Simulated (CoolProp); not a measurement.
Properties of C3F8 (R218) along the isobar 0.182 MPa.

Model: reference Helmholtz-energy equation of state, Lemmon 2006, in CoolProp. It is a short technical equation, of lower accuracy than the large ones.

| T (°C) | phase | Z | cv (kJ/(kg K)) | speed of sound (m/s) | expansivity (1/kK) |
|---|---|---|---|---|---|
| 3.15 | gas | 0.9477 | 0.7217 | 108.7 | 4.406 |
| 26.55 | gas | 0.9617 | 0.7536 | ? | ? |
| 49.95 | gas | 0.9709 | 0.7862 | 119.7 | 3.432 |
| 73.35 | gas | 0.9774 | ? | ? | 3.127 |
| 96.65 | gas | 0.9822 | 0.8483 | 129.1 | 2.883 |
| 120.05 | gas | 0.9858 | ? | 133.5 | 2.680 |
| 143.45 | gas | 0.9886 | 0.9037 | 137.6 | 2.507 |
| 166.85 | gas | 0.9908 | 0.9286 | ? | 2.358 |

Q: What belongs in the gaps?

A: 
- 26.55, speed of sound (m/s): 114.5
- 26.55, expansivity (1/kK): 3.833
- 73.35, cv (kJ/(kg K)): 0.8181
- 73.35, speed of sound (m/s): 124.6
- 120.05, cv (kJ/(kg K)): 0.8770
- 166.85, speed of sound (m/s): 141.6
